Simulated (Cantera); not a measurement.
**Low-pressure radical oxidation in H2/O2**

An isothermal, constant-pressure homogeneous reactor starts with H2 : O2 : N2 = 0.017 : 1 : 3 (molar parts), equivalence ratio 0.0085, at 1050 K and 15.0 Torr.

Computed with Cantera and GRI-Mech 3.0 (53 species, 325 reactions). Radical loss at walls, strong at low pressure, is not modelled.

```tsv
t (s)	x H2	x O2	x HO2	x NO	x H2O2
0.000100	0.00423	0.249	5.65e-12	<1e-12	<1e-12
0.000228	0.00423	0.249	1.29e-11	<1e-12	<1e-12
0.000518	0.00423	0.249	2.95e-11	<1e-12	<1e-12
0.00118	0.00423	0.249	6.76e-11	<1e-12	<1e-12
0.00268	0.00423	0.249	1.57e-10	<1e-12	<1e-12
0.00611	0.00423	0.249	4.28e-10	<1e-12	<1e-12
0.0139	0.00423	0.249	1.60e-8	<1e-12	3.40e-12
0.0316	0.000754	0.246	1.54e-6	1.48e-9	6.61e-8
0.0720	2.62e-5	0.246	8.76e-7	1.09e-8	1.23e-8
0.164	1.13e-5	0.247	6.30e-7	1.53e-8	1.12e-8
0.373	3.66e-6	0.247	3.73e-7	1.66e-8	9.84e-9
0.848	9.01e-7	0.247	1.76e-7	1.69e-8	7.21e-9
1.93	1.97e-7	0.247	6.78e-8	1.70e-8	3.88e-9
4.39	4.41e-8	0.247	2.28e-8	1.71e-8	1.53e-9
10.0	1.10e-8	0.247	7.31e-9	1.71e-8	5.20e-10
```
x: mole fraction; the columns are a selection and need not sum to one.

Equilibrium at this temperature and pressure: H2 2.20e-11, O2 0.247, HO2 1.75e-10, NO 5.62e-5, H2O2 1.55e-12 (gas phase only).
